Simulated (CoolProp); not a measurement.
Vapour-liquid equilibrium of R227EA (1) + n-butane (2) at 0.592 MPa; x and y are mole fractions of (1).

The numbers come from the multi-fluid Helmholtz-energy mixture model, Lemmon 2016 and Bücker 2006; pair parameters Bell 2016 in CoolProp.

Task: Give the bubble temperature and the first vapour's composition at x = 0.5, 0.65, 0.95. Is there an azeotrope?

Result: x = 0.5: 304.0 K, y = 0.618; x = 0.65: 303.3 K, y = 0.676; x = 0.95: 305.6 K, y = 0.921. y crosses x between x = 0.65 and 0.8: the model has an azeotrope there.

Pair parameters are fitted to limited data, so mixtures are less certain than the pure fluids. With so large a gap from Raoult's law the liquid may split in two, which this calculation doesn't test in full.
